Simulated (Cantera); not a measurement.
CO + NH₃ + N₂ (carbon deposition, reforming and gasification)

Input: 1 mol CO, 0.92 mol NH₃, 0.38 mol N₂, held at 2498 K.

Equilibrium computed with Cantera from the NASA thermochemical tables; the gas is ideal and each condensed phase is pure. Candidate condensed phases: C, C₆H₆, C₇H₈, C₈H₁₈, H₂O; 136 gas species. The ideal-gas law is rough above about 30 bar. Kinetics and transport are ignored.

From 10.0 Pa to 1.00e7 Pa nothing is condensed. The main C-bearing gas is CO throughout.

```tsv
P (Pa)	x H	x H₂	x CO	x N₂	x H₂O	x HCN
10	0.535	0.0462	0.227	0.191	1.23e-7	1.38e-6
100	0.340	0.186	0.258	0.217	3.13e-6	5.28e-6
1000	0.142	0.327	0.288	0.242	2.03e-5	2.25e-5
10000	0.0494	0.393	0.303	0.254	7.95e-5	8.15e-5
100000	0.0161	0.417	0.308	0.259	0.000269	0.000270
1000000	0.00513	0.424	0.309	0.260	0.000875	0.000855
10000000	0.00162	0.424	0.308	0.260	0.00293	0.00255
```
x: gas mole fraction; nothing condenses.
